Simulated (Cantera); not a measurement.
Cantera run, input and output.

```python
import numpy as np
import cantera as ct

gas = ct.Solution("gri30.yaml")


def delay(T, t_max=10):
    gas.TPX = T, 500000, {'CH4': 1, 'O2': 1.82, 'N2': 6.84, 'CO2': 1.7}
    reactor = ct.IdealGasConstPressureReactor(gas, clone=False)
    net = ct.ReactorNet([reactor])
    net.rtol, net.atol = 1e-8, 1e-16
    while net.time < t_max:
        t_old, T_old = net.time, reactor.T
        net.step()
        if reactor.T > T + 400:  # ignition: a rise of 400 K
            return t_old + (T + 400 - T_old) / (reactor.T - T_old) * (net.time - t_old)
    return np.nan


taus = []
for T in [1050, 1100, 1150, 1200, 1250, 1300, 1350]:
    taus.append(delay(T))
    print(f"T0 = {T:6g} K   tau = {taus[-1]:.4e} s")
```

It prints:

```
T0 =   1050 K   tau = 1.0160e-01 s
T0 =   1100 K   tau = 4.9344e-02 s
T0 =   1150 K   tau = 2.5035e-02 s
T0 =   1200 K   tau = 1.3140e-02 s
T0 =   1250 K   tau = 7.1015e-03 s
T0 =   1300 K   tau = 3.9391e-03 s
T0 =   1350 K   tau = 2.2359e-03 s
```

Computed with Cantera and GRI-Mech 3.0 (53 species, 325 reactions).
